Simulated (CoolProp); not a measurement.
Vapour-liquid equilibrium of n-heptane (1) + p-xylene (2) at 7.63 bar; x and y are mole fractions of (1).

Values from CoolProp's multi-fluid Helmholtz-energy mixture model, Span 2003 and Zhou 2012; pair parameters Bell 2016.

```tsv
x	bubble temperature, mixture model (K)	bubble temperature, Raoult's law (K)	y, mixture model	y, Raoult's law
0.05	503.0	503.6	0.100	0.105
0.125	497.4	498.6	0.231	0.244
0.2	492.4	494.0	0.341	0.362
0.275	488.0	489.7	0.436	0.465
0.35	483.9	485.6	0.519	0.554
0.425	480.3	481.9	0.593	0.633
0.5	476.9	478.3	0.660	0.701
0.575	473.7	474.9	0.720	0.762
0.65	470.8	471.8	0.776	0.816
0.725	468.0	468.8	0.828	0.863
0.8	465.4	465.9	0.878	0.906
0.875	462.9	463.2	0.925	0.944
0.95	460.5	460.6	0.971	0.979
```

The largest gap from Raoult's law is -1.7 K in bubble temperature, at x = 0.35. No azeotrope shows between x = 0.05 and 0.95.

Pair parameters are fitted to limited data, so mixtures are less certain than the pure fluids.
